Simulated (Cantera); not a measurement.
**Fluorocarbon and chlorocarbon gases: CHF3 + CH4 + H2**

Feed: 1 mol CHF3, 0.025 mol CH4, 0.1 mol H2, at 0.00420 bar.

Equilibrium computed with Cantera from the NASA thermochemical tables; the gas is ideal and each condensed phase is pure. Candidate condensed phases: C, C6H6, C7H8, C8H18; 110 gas species. Ions and electrons are included (thermal ionisation). Gases not in the tables: C2F6 and larger saturated fluorocarbons. Equilibrium is a limit: real reactors are often held back by kinetics, nucleation or transport.

From 1727 °C to 2477 °C the condensed part is C(graphite). From 2727 °C to 4727 °C nothing is condensed. The main C-bearing gas is CF4 at 1727 °C and C at 4727 °C.

```tsv
T (°C)	log p HF	log p F	log p H	log p C	log p CF2	log p CF4	log p C3	log p CF	log p C2	n C(graphite)
1727	-2.53	-3.73	-7.77	-10.52	-3.51	-3.12	-10.56	-6.06	-11.63	0.551
1977	-2.64	-3.01	-6.88	-8.44	-3.12	-3.93	-8.19	-4.87	-9.24	0.517
2227	-2.70	-2.75	-5.84	-6.78	-3.44	-5.83	-6.30	-4.23	-7.34	0.744
2477	-2.74	-2.68	-4.81	-5.42	-4.00	-7.97	-4.77	-3.86	-5.79	0.816
2727	-2.83	-2.71	-3.93	-4.30	-4.64	-10.10	-3.53	-3.65	-4.52	0
2977	-3.01	-2.67	-3.35	-3.75	-5.45	-12.04	-3.66	-3.80	-4.23	0
3227	-3.40	-2.64	-3.09	-3.36	-6.25	-13.81	-4.03	-4.03	-4.15	0
3477	-3.92	-2.63	-3.02	-3.17	-7.12	<-14	-4.79	-4.38	-4.38	0
3727	-4.42	-2.63	-3.00	-3.11	-8.01	<-14	-5.80	-4.81	-4.80	0
3977	-4.87	-2.63	-2.99	-3.10	-8.82	<-14	-6.79	-5.23	-5.24	0
4227	-5.28	-2.63	-2.99	-3.10	-9.56	<-14	-7.69	-5.61	-5.65	0
4477	-5.64	-2.63	-2.99	-3.09	-10.22	<-14	-8.51	-5.95	-6.03	0
4727	-5.98	-2.63	-2.99	-3.09	-10.82	<-14	-9.25	-6.26	-6.36	0
```
log p: log10 of the partial pressure in bar; n: condensed amount in mol.
